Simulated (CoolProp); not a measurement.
Values from CoolProp's reference Helmholtz-energy equation of state, de Reuck 1990.

Give the vapour pressure (MPa), vapour Z, surface tension (mN/m) of saturated fluorine at 73.5, 79.3 K.


| T (K) | p (MPa) | vapour Z | surface tension (mN/m) |
|---|---|---|---|
| 73.5 | 0.0215 | 0.988 | 16.7 |
| 79.3 | 0.0498 | 0.979 | 15.1 |

Surface tension comes from a separate correlation (Mulero 2012).
